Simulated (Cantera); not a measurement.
What does this Cantera script print?

```python
import numpy as np
import cantera as ct

surf = ct.Interface("diamond.yaml", "diamond_100")
gas, bulk = surf.adjacent["gas"], surf.adjacent["diamond"]
k = surf.kinetics_species_index(bulk.species_names[0])
cover = ["c6HH", "c6H*", "c6*H", "c6**", "c6HM", "c6B"]

rows, drift = [], 0.0
print(f"{'P':>10s}{'um/h':>11s}" + "".join(f"{s:>11s}" for s in cover))
for v in [340, 550, 900, 1500, 2400, 3800, 6200, 10000]:
    T, P, xH, xCH3 = 1250, v, 0.0055, 5.8e-05
    gas.TPX = T, P, {"H": xH, "CH3": xCH3, "CH4": 0.0024, "H2": 1 - xH - xCH3 - 0.0024}
    surf.TP = bulk.TP = T, P
    surf.coverages = "c6H*:0.1, c6HH:0.9"
    surf.advance_coverages(100.0)
    before = surf.coverages
    surf.advance_coverages(100.0)
    drift = max(drift, np.max(np.abs(surf.coverages - before) / (surf.coverages + 1e-9)))
    rate = surf.net_production_rates[k] * bulk.mean_molecular_weight / bulk.density * 3.6e9
    rows.append([rate, *surf[cover].coverages])
    print(f"{v:10.4g}{rate:11.4e}" + "".join(f"{x:11.3e}" for x in rows[-1][1:]))
```

Output:

```
         P       um/h       c6HH       c6H*       c6*H       c6**       c6HM        c6B
       340 2.0710e-02  4.118e-01  4.363e-02  5.084e-01  3.596e-02  2.512e-05  5.620e-11
       550 3.7128e-02  4.118e-01  4.363e-02  5.084e-01  3.595e-02  4.093e-05  1.007e-10
       900 6.8631e-02  4.118e-01  4.363e-02  5.084e-01  3.595e-02  6.683e-05  1.862e-10
      1500 1.3405e-01  4.117e-01  4.364e-02  5.083e-01  3.595e-02  1.099e-04  3.638e-10
      2400 2.5755e-01  4.117e-01  4.364e-02  5.083e-01  3.594e-02  1.714e-04  6.989e-10
      3800 5.0474e-01  4.116e-01  4.365e-02  5.082e-01  3.594e-02  2.603e-04  1.370e-09
      6200 1.0636e+00  4.116e-01  4.367e-02  5.080e-01  3.594e-02  3.964e-04  2.886e-09
     1e+04 2.2297e+00  4.114e-01  4.370e-02  5.078e-01  3.594e-02  5.776e-04  6.051e-09
```

Computed with Cantera and the Harris–Goodwin 1993 mechanism for the reconstructed diamond (100) surface.
